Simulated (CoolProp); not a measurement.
The fluid at 429.84 K and 7.89 MPa flows at 0.063 m/s in a round tube of 10 mm bore and 15 µm roughness, fully developed (64/Re and Nu = 3.66 if laminar; Colebrook and Gnielinski if turbulent). The same conditions are run with several fluids, on thermodynamics alone (safety and materials aside).

Values from CoolProp's reference Helmholtz-energy equation of state of each fluid (R143a: Lemmon and Jacobsen 2000; CF4 (R14): Platzer 1990; isobutane: Bücker 2006; c-C4F8 (RC318): Platzer 1990; R142b: Lemmon 2006). The equations of Platzer and Polt are older, rougher fits.

```csv
fluid,Reynolds number,Darcy friction factor,pressure drop (Pa/m),heat-transfer coefficient (W/(m² K)),mass flow (kg/h)
R143a,6790,0.0362,2.06,?,?
CF4 (R14),4760,0.0395,1.57,50.2,3.56
isobutane,4760,0.0395,2.82,173,?
c-C4F8 (RC318),?,0.0357,?,173,?
R142b,6930,0.0360,4.95,195,?
```

Problem. Complete the blanks.

Solution. 
- R143a, heat-transfer coefficient (W/(m² K)): 112
- R143a, mass flow (kg/h): 5.12
- isobutane, mass flow (kg/h): 6.39
- c-C4F8 (RC318), Reynolds number: 7190
- c-C4F8 (RC318), pressure drop (Pa/m): 6.50
- c-C4F8 (RC318), mass flow (kg/h): 16.4
- R142b, mass flow (kg/h): 12.3

Transport values come from each fluid's own correlations; those of R143a, CF4 (R14), c-C4F8 (RC318), R142b are estimates that may be off by 10 % or more.
